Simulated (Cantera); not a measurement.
Input: 1 mol MgCO3, 0.43 mol H2S, 0.048 mol O2, held at 873 K and 150000 Pa.

Equilibrium computed with Cantera from the NASA thermochemical tables; the gas is ideal and each condensed phase is pure. Candidate condensed phases: C, C6H6, C7H8, C8H18, H2O, H2SO4, Mg, MgCO3, MgO, Mg(OH)2, MgS, MgSO4, S; 130 gas species. Gases not in the tables: S3 to S7. Kinetics and transport are ignored.

Base state: CO2 0.653, H2S 0.203, H2O 0.0862, S2 0.0340, COS 0.0184, CO 0.00390, H2 0.00138, SO2 0.000522 (mole fractions); condensed: MgO(s).

Task: What changes in the equilibrium state with this change: temperature from 873 K to 1073.15 K?

Result: 
```tsv
species	before	after
CO2	0.653	0.601
H2S	0.203	0.154
H2O	0.0862	0.122
CO	0.00390	0.0383
S2	0.0340	0.0531
COS	0.0184	0.0221
SH	1.52e-6	3.19e-5
H2	0.00138	0.00840
SO2	0.000522	0.00108
S2O	0.000125	0.000227
MgO(s), mol	1.00	1.00
```
